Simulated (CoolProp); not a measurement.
Vapour-liquid equilibrium of CH2F2 (R32) (1) + R134a (2) at 0.0309 MPa; x and y are mole fractions of (1).

Values from CoolProp's multi-fluid Helmholtz-energy mixture model, Tillner-Roth 1997 and Tillner-Roth 1994; pair parameters Lemmon 2004.

| x | bubble temperature (°C) | y at the bubble point | dew temperature at overall composition x (°C) | liquid density (mol/L) |
|---|---|---|---|---|
| 0.05 | -51.6 | 0.172 | [?] | 14.50 |
| 0.15 | [?] | 0.416 | -51.2 | 15.22 |
| 0.25 | -58.8 | 0.577 | -52.8 | 15.98 |
| 0.35 | -61.5 | 0.689 | [?] | 16.79 |
| 0.45 | -63.8 | 0.772 | -56.2 | 17.66 |
| 0.55 | -65.8 | 0.835 | -58.3 | 18.61 |
| 0.65 | -67.5 | 0.885 | -60.5 | 19.66 |
| 0.75 | -69.1 | 0.926 | -63.2 | [?] |
| 0.85 | -70.5 | 0.959 | -66.3 | 22.12 |
| 0.95 | -71.8 | [?] | -70.1 | 23.58 |

**Question.** Some entries are withheld; supply them.

**Answer.** 
- 0.05, dew temperature at overall composition x (°C): -49.8
- 0.15, bubble temperature (°C): -55.6
- 0.35, dew temperature at overall composition x (°C): -54.4
- 0.75, liquid density (mol/L): 20.83
- 0.95, y at the bubble point: 0.987

No azeotrope shows between x = 0.05 and 0.95.

The pair parameters rest on a limited set of measurements; away from them the model extrapolates.
